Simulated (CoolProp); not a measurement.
Vapour-liquid equilibrium of dimethyl ether (1) + R134a (2) at -82.35 °C; x and y are mole fractions of (1).

The numbers come from the multi-fluid Helmholtz-energy mixture model, Wu 2011 and Tillner-Roth 1994; pair parameters Bell 2016 in CoolProp.

### Question
Give the bubble pressure and the first vapour's composition at x = 0.35, 0.8, 0.95. Is there an azeotrope?

### Answer
x = 0.35: 0.002809 MPa, y = 0.331; x = 0.8: 0.003034 MPa, y = 0.858; x = 0.95: 0.003261 MPa, y = 0.972. y crosses x between x = 0.35 and 0.5: the model has an azeotrope there.

The pair parameters rest on a limited set of measurements; away from them the model extrapolates.
